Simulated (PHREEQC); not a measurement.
A PHREEQC speciation (ion-association model, wateq4f.dat) at 25 °C gives pH 6.27 and these molalities:

```
species   mol/kgw
-------  --------
Br-        0.0209
CdBr+     0.00950
Cd+2      0.00571
CdBr2    0.000779
```

What are the element totals, and what could have been dissolved in 1 kg of water to give them?

This is not unique; one that fits is totals Br 0.0320, Cd 0.0160 mol/kgw, from 16 mmol/kgw CdBr2.

No solid was allowed to form.
